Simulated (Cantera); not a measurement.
What does this Cantera script print?

```python
import numpy as np
import cantera as ct

gas_names = """
    C CN CO CO2 C2 CCN CNC C2N2 C2O C3 C3O2 C4 C4N2 C5 Cu CuO Cu2 N NCO NO NO2 NO3 N2 N2O O O2 O3
""".split()
cond_names = """
    C(gr) Cu(cr) Cu(L) CuO(s) Cu2O(s) Cu2O(L)
""".split()


# ... load() reads the species with a 1 bar reference pressure and builds the phases ...
atoms = {
    'CuO': {'Cu': 1, 'O': 1},
    'CO': {'C': 1, 'O': 1},
    'N2': {'N': 2},
}
top_T = {'C(gr)': 4500, 'CuO(s)': 1390}  # K; cautious upper limits of use, not melting points


# ... equilibrate(T, P, feed) seeds the gas with the atoms and calls Mixture.equilibrate('TP', solver="vcs", rtol=1e-11, max_steps=5000) ...
results = []
feed = {'CuO': 1, 'CO': 9.3, 'N2': 1.4}  # mol
P = 2400  # Pa
for T in [1300, 1400, 1500, 1600, 1700, 1800, 1900, 2000, 2100, 2200, 2300, 2400, 2500]:
    mix = equilibrate(T, P, feed)
    results.append((T, P, feed, dict(zip(mix.species_names, mix.species_moles))))

top = {s: max(r[3][s] / sum(r[3][g] for g in gas_names) for r in results) for s in gas_names}
cols = sorted((s for s in top if top[s] > 0.0001), key=lambda s: -top[s])[:6]
seen = [c for c in cond_names if any(r[3].get(c, 0) > 1e-12 for r in results)]
print("log10 of partial pressures in bar; condensed amounts in mol")
print(f"{'T/K':>10s}" + "".join(f"{s[:9]:>10s}" for s in cols + seen))
for T, P, feed, n in results:
    ng = sum(n[g] for g in gas_names)
    print(f"{T:10.4g}" + "".join(f"{np.log10(max(n[s] / ng * P / 1e5, 1e-99)):10.3f}" for s in cols)
          + "".join(f"{n.get(c, 0):10.4g}" for c in seen))
```

It prints:

```
log10 of partial pressures in bar; condensed amounts in mol
       T/K        CO        N2       CO2        Cu         O        O2    Cu(cr)     Cu(L)
      1300    -1.730    -2.503    -2.649    -6.802   -14.487   -15.469    0.9999         0
      1400    -1.730    -2.503    -2.649    -5.870   -12.951   -13.855         0    0.9994
      1500    -1.730    -2.503    -2.649    -5.085   -11.621   -12.459         0    0.9963
      1600    -1.731    -2.504    -2.650    -4.401   -10.458   -11.239         0    0.9822
      1700    -1.733    -2.506    -2.652    -3.799    -9.432   -10.165         0    0.9285
      1800    -1.740    -2.513    -2.659    -3.266    -8.520    -9.211         0    0.7521
      1900    -1.760    -2.533    -2.680    -2.792    -7.705    -8.360         0    0.2231
      2000    -1.769    -2.542    -2.688    -2.690    -6.972    -7.596         0         0
      2100    -1.769    -2.542    -2.688    -2.689    -6.310    -6.905         0         0
      2200    -1.769    -2.542    -2.689    -2.689    -5.708    -6.280         0         0
      2300    -1.769    -2.542    -2.691    -2.689    -5.161    -5.714         0         0
      2400    -1.768    -2.543    -2.697    -2.689    -4.664    -5.204         0         0
      2500    -1.768    -2.544    -2.713    -2.690    -4.218    -4.758         0         0
```

Cantera equilibrium calculation (NASA polynomials, part measured and part estimated; ideal gas, pure solids and liquids).
